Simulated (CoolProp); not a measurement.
A single-stage vapour-compression cycle with vinyl chloride: evaporating at 252.15 K (dew point), condensing at 283.15 K (bubble point), superheat 10 K, subcooling 8 K, compressor efficiency 0.8, no pressure losses. Each further row changes one setting.

Values from CoolProp's reference Helmholtz-energy equation of state, Thol 2022.

```json
[
 {"case": "as stated", "cooling COP": "6.02", "pressure ratio": "3.28", "discharge temperature (K)": "329.8", "refrigerating effect (kJ/kg)": "335", "volumetric capacity (kJ/m³)": "735"},
 {"case": "evaporating temperature 257.15 K", "cooling COP": "7.44", "pressure ratio": "2.65", "discharge temperature (K)": "322.9", "refrigerating effect (kJ/kg)": "338", "volumetric capacity (kJ/m³)": "906"},
 {"case": "condensing temperature 278.15 K", "cooling COP": "7.28", "pressure ratio": "2.76", "discharge temperature (K)": "319.9", "refrigerating effect (kJ/kg)": "342", "volumetric capacity (kJ/m³)": "751"},
 {"case": "subcooling 13 K", "cooling COP": "6.15", "pressure ratio": "3.28", "discharge temperature (K)": "329.8", "refrigerating effect (kJ/kg)": "342", "volumetric capacity (kJ/m³)": "751"},
 {"case": "superheat 20 K", "cooling COP": "5.94", "pressure ratio": "3.28", "discharge temperature (K)": "340.6", "refrigerating effect (kJ/kg)": "343", "volumetric capacity (kJ/m³)": "723"},
 {"case": "compressor efficiency 0.7", "cooling COP": "5.27", "pressure ratio": "3.28", "discharge temperature (K)": "338.2", "refrigerating effect (kJ/kg)": "335", "volumetric capacity (kJ/m³)": "735"}
]
```
